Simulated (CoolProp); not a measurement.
Model: reference Helmholtz-energy equation of state, Lemmon 2006, in CoolProp. It is a short technical equation, of lower accuracy than the large ones.

Task: Give the vapour pressure (bar), liquid density (kg/m³), vapour density (kg/m³), liquid cp (kJ/(kg K)) of saturated carbonyl sulfide at 254, 269.1 K.

Result: 
| T (K) | p (bar) | liquid density (kg/m³) | vapour density (kg/m³) | liquid cp (kJ/(kg K)) |
|---|---|---|---|---|
| 254 | 3.51 | 1100 | 10.7 | 1.23 |
| 269.1 | 5.75 | 1070 | 17.1 | 1.27 |
